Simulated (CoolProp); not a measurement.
Properties of trans-2-butene along the isotherm 251.85 °C (Tc = 155.5 °C, pc = 40.19 bar, ω = 0.210).

Computed with CoolProp (reference Helmholtz-energy equation of state, Lemmon 2005). It is a short technical equation, of lower accuracy than the large ones.

```csv
p (bar),phase,isothermal compressibility (1/MPa),expansivity (1/kK)
28.7,gas,0.4032,3.067
57.4,supercritical,0.2375,5.199
86.1,supercritical,0.1612,7.517
115,supercritical,0.08791,6.994
144,supercritical,0.04740,5.291
172,supercritical,0.03006,4.167
201,supercritical,0.02106,3.436
230,supercritical,0.01595,2.950
258,supercritical,0.01282,2.616
287,supercritical,0.01060,2.357
316,supercritical,0.009010,2.156
344,supercritical,0.007853,2.000
373,supercritical,0.006922,1.867
402,supercritical,0.006182,1.755
```
